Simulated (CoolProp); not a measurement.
Vapour-liquid equilibrium of R22 (1) + dimethyl ether (2) at 9.85 °C; x and y are mole fractions of (1).

The numbers come from the multi-fluid Helmholtz-energy mixture model, Kamei 1995 and Wu 2011; pair parameters Bell 2016 in CoolProp.

| x | bubble pressure, mixture model (MPa) | bubble pressure, Raoult's law (MPa) | y, mixture model | y, Raoult's law |
|---|---|---|---|---|
| 0.05 | 0.3674 | 0.3869 | ? | 0.088 |
| 0.2 | ? | 0.4328 | 0.192 | 0.313 |
| 0.35 | 0.3629 | 0.4788 | 0.386 | 0.496 |
| 0.5 | 0.3891 | 0.5247 | ? | 0.646 |
| 0.65 | ? | 0.5707 | 0.796 | 0.772 |
| 0.8 | 0.5374 | 0.6166 | 0.924 | 0.879 |
| 0.95 | ? | 0.6626 | ? | 0.972 |

Problem. What belongs in the gaps?

Solution. 
- 0.05, y, mixture model: 0.041
- 0.2, bubble pressure, mixture model (MPa): 0.3591
- 0.5, y, mixture model: 0.604
- 0.65, bubble pressure, mixture model (MPa): 0.4470
- 0.95, bubble pressure, mixture model (MPa): 0.6441
- 0.95, y, mixture model: 0.989

The largest gap from Raoult's law is -25.8 % in bubble pressure, at x = 0.5. y crosses x between x = 0.2 and 0.35: the model has an azeotrope there.

Pair parameters are fitted to limited data, so mixtures are less certain than the pure fluids.
